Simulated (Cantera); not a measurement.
A perfectly stirred reactor is fed with NO : N₂ = 1 : 1.9 (molar parts), at 100.0 Torr; it is held at 2023 K, and followed from long to short residence time.

Model: GRI-Mech 3.0 (53 species, 325 reactions), integrated in Cantera.

Q: What does this change do: temperature 2023 to 1798 K?

A: 
```csv
quantity,before,after
x(NO) at τ = 0.430 s,0.310,0.341
x(N₂) at τ = 0.430 s,0.672,0.657
x(NO₂) at τ = 0.430 s,5.80e-5,4.67e-5
x(O) at τ = 0.430 s,0.000344,2.70e-5
x(O₂) at τ = 0.430 s,0.0171,0.00171
x(NO) at τ = 17.0 ms,0.344,0.345
x(N₂) at τ = 17.0 ms,0.656,0.655
x(NO₂) at τ = 17.0 ms,2.77e-5,2.57e-5
x(O) at τ = 17.0 ms,0.000164,1.63e-5
x(O₂) at τ = 17.0 ms,0.000454,3.30e-5
```

Q: What does this change do: NO 1 to 0.15 parts?

A: 
```tsv
quantity	before	after
x(NO) at τ = 0.430 s	0.310	0.0709
x(N₂) at τ = 0.430 s	0.672	0.928
x(NO₂) at τ = 0.430 s	5.80e-5	4.21e-6
x(O) at τ = 0.430 s	0.000344	0.000106
x(O₂) at τ = 0.430 s	0.0171	0.00106
x(NO) at τ = 17.0 ms	0.344	0.0731
x(N₂) at τ = 17.0 ms	0.656	0.927
x(NO₂) at τ = 17.0 ms	2.77e-5	1.10e-6
x(O) at τ = 17.0 ms	0.000164	2.66e-5
x(O₂) at τ = 17.0 ms	0.000454	9.03e-6
```
